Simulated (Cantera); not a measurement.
What does this Cantera script print?

```python
import numpy as np
import cantera as ct

gas = ct.Solution("gri30.yaml")
gas.TPX = 450, 49000, {'H2': 1, 'O2': 1.06, 'N2': 4, 'NO': 0.014}
inlet = ct.Reservoir(gas, clone=True)
gas.equilibrate("HP")  # start burning
reactor = ct.IdealGasConstPressureReactor(gas, energy="on", clone=False)
exhaust = ct.Reservoir(gas, clone=True)
tau = [0.058, 0.021, 0.008, 0.003, 0.0011, 0.00041, 0.00015, 5.7e-05, 2.1e-05][0]
for a, b in ((inlet, reactor), (reactor, exhaust)):
    ct.MassFlowController(a, b, mdot=lambda t: reactor.mass / tau)
net = ct.ReactorNet([reactor])
show = ['H2', 'O2', 'NO', 'NO2', 'OH', 'N2O', 'H']

rows = []
print(f"{'tau/s':>10s}{'T/K':>9s}" + "".join(f"{s:>11s}" for s in show))
for tau in [0.058, 0.021, 0.008, 0.003, 0.0011, 0.00041, 0.00015, 5.7e-05, 2.1e-05]:
    net.initial_time = 0.0
    net.advance(30 * tau)
    before = gas.X
    net.advance(40 * tau)
    drift = np.max(np.abs(gas.X - before) / (gas.X + 1e-9))
    rows.append([gas.T, *gas[show].X, drift])
    print(f"{tau:10.3e}{gas.T:9.1f}" + "".join(f"{x:11.3e}" for x in gas[show].X))
```

It prints:

```
     tau/s      T/K         H2         O2         NO        NO2         OH        N2O          H
 5.800e-02   1691.2  4.697e-04  9.978e-02  2.507e-03  2.481e-06  2.324e-03  4.104e-07  1.066e-04
 2.100e-02   1679.6  9.199e-04  9.952e-02  2.504e-03  1.920e-06  3.189e-03  3.707e-07  2.976e-04
 8.000e-03   1660.0  1.709e-03  9.922e-02  2.502e-03  1.436e-06  4.195e-03  3.080e-07  7.695e-04
 3.000e-03   1625.3  3.105e-03  9.896e-02  2.498e-03  1.049e-06  5.285e-03  2.451e-07  1.932e-03
 1.100e-03   1565.3  5.471e-03  9.904e-02  2.489e-03  7.693e-07  6.159e-03  1.919e-07  4.587e-03
 4.100e-04   1472.7  9.301e-03  1.002e-01  2.473e-03  5.916e-07  6.318e-03  1.524e-07  9.575e-03
 1.500e-04   1334.6  1.789e-02  1.050e-01  2.445e-03  4.751e-07  5.414e-03  1.203e-07  1.697e-02
 5.700e-05    450.0  1.646e-01  1.745e-01  2.305e-03  2.443e-16  1.684e-18  1.498e-20  4.358e-19
 2.100e-05    450.0  1.646e-01  1.745e-01  2.305e-03  4.011e-20  2.564e-22  2.460e-24  6.641e-23
```

Model: GRI-Mech 3.0 (53 species, 325 reactions), integrated in Cantera. The mechanism lacks 2 NO + O2 → 2 NO2 and HONO, so NO2 and the effect of NO are under-described below about 1400 K.
